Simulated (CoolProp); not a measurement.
Saturation properties of cyclopentane (Tc = 238.6 °C, pc = 4583 kPa, ω = 0.202).

Computed with CoolProp (reference Helmholtz-energy equation of state, Gedanitz 2015).

```csv
T (°C),p (kPa),liquid density (kg/m³),vapour density (kg/m³),enthalpy of vaporisation (kJ/kg),surface tension (mN/m),liquid conductivity (mW/(m K))
117.85,622.4,637.5,15.39,330.0,9.90,?
126.75,749.5,625.9,18.49,320.6,?,?
135.65,894.8,614.0,22.09,310.7,7.93,88.7
144.55,?,601.5,26.27,300.2,7.00,86.0
153.45,1247,588.5,31.12,289.0,6.09,83.5
162.35,?,?,36.76,277.0,5.23,81.0
171.25,?,?,43.35,264.1,4.40,78.6
180.15,1955,544.9,51.10,250.0,3.61,76.3
```

Q: Some entries are withheld; supply them.

A: 
- 117.85, liquid conductivity (mW/(m K)): 94.2
- 126.75, surface tension (mN/m): 8.90
- 126.75, liquid conductivity (mW/(m K)): 91.4
- 144.55, p (kPa): 1060
- 162.35, p (kPa): 1457
- 162.35, liquid density (kg/m³): 574.8
- 171.25, p (kPa): 1692
- 171.25, liquid density (kg/m³): 560.4

It boils at 49.2 °C under 1 atm.

Thermal conductivity comes from a separate model (Vassiliou 2015). Surface tension comes from a separate correlation (Mulero 2014).
